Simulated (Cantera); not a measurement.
A perfectly stirred reactor is fed with C3H8 : O2 : N2 : H2 = 1 : 4.17 : 15.7 : 0.65 (molar parts), equivalence ratio 1.3, at 3750 Torr; it is adiabatic with a 800 K inlet, and is followed from long to short residence time, starting on the burning branch (τ in s: 0.39, 0.16, 0.066, 0.027, 0.011, 0.0046, 0.0019, 0.00077, 0.00032, 0.00013, 5.3e-05).

Cantera simulation using GRI-Mech 3.0 (53 species, 325 reactions); the numbers are that mechanism's predictions, not measurements. GRI-Mech 3.0 was tuned for natural gas; its chemistry of propane as a main component is partial and can be far from experiment.

One state of this run: T (K) = 2483; x C3H8 = 1.03e-6; x O2 = 0.000827; x CH2O = 3.01e-6; x OH = 0.00368; x CO2 = 0.0582. x: mole fraction; the columns are a selection and need not sum to one.

Problem. Which value of τ (s) does it belong to?
A) 0.011
B) 0.0019
C) 0.066
D) 0.39

Solution. B, 0.0019
